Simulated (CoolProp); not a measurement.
The fluid at 298.15 K and 0.561 MPa (stagnation) flows isentropically through a choked orifice. The same conditions are run with several fluids, on thermodynamics alone (safety and materials aside).

Model: reference Helmholtz-energy equation of state of each fluid (R407C: Lemmon 2003; ethane: Bücker 2006; methane: Setzmann 1991; CH3F (R41): Lemmon 2006; hydrogen chloride: Thol 2018), in CoolProp. Blends and air are pseudo-pure fits.

### Question
Rank R407C, ethane, methane, CH3F (R41), hydrogen chloride by throat to inlet pressure ratio, highest first.

### Answer
R407C (0.583), ethane (0.566), CH3F (R41) (0.547), methane (0.542), hydrogen chloride (0.530)

```csv
fluid,mass flux (kg/(m² s)),throat temperature (K)
R407C,2180,277.4
ethane,1290,270.6
methane,960,257.5
CH3F (R41),1410,259.4
hydrogen chloride,1500,248.9
```
